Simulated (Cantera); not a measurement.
Feed: 1 mol CH3SiCl3, 1 mol C2H4, 170 mol H2, held at 923.15 K and 10000 Pa.

Method: chemical equilibrium by Gibbs-energy minimisation in Cantera with the NASA 1993 tables (ideal gas, pure condensed phases). Candidate condensed phases: C, C6H6, C7H8, C8H18, Si, SiC; 109 gas species. The feed counts by its element totals alone. Equilibrium is a limit: real reactors are often held back by kinetics, nucleation or transport.

Base state: H2 0.972, HCl 0.0164, CH4 0.0118, SiCl4 0.000209, SiHCl3 4.43e-5 (mole fractions); condensed: SiC(s).

Problem. What changes in the equilibrium state with this change: temperature from 923.15 K to 1348 K?

Solution. 
```json
[
 {"species": "H2", "before": "0.972", "after": "0.982"},
 {"species": "HCl", "before": "0.0164", "after": "0.0171"},
 {"species": "CH4", "before": "0.0118", "after": "0.000563"},
 {"species": "SiHCl3", "before": "4.43e-5", "after": "8.54e-8"},
 {"species": "SiCl4", "before": "0.000209", "after": "2.62e-8"},
 {"species": "SiC(s), mol", "before": "0.956", "after": "0.999"},
 {"species": "C(graphite), mol", "before": "0", "after": "1.90"}
]
```

Problem. What changes in the equilibrium state with this change: temperature from 923.15 K to 1950 K?

Solution. 
```tsv
species	before	after
H2	0.972	0.979
HCl	0.0164	0.0170
H	<1e-9	0.00359
CH4	0.0118	4.66e-5
SiCl2	1.38e-7	3.40e-5
C2H2 (acetylene)	<1e-9	0.000535
SiCl4	0.000209	<1e-9
Cl	<1e-9	4.67e-5
SiHCl3	4.43e-5	1.92e-9
Si	<1e-9	1.08e-5
SiC(s), mol	0.956	0.991
C(graphite), mol	0	1.81
```
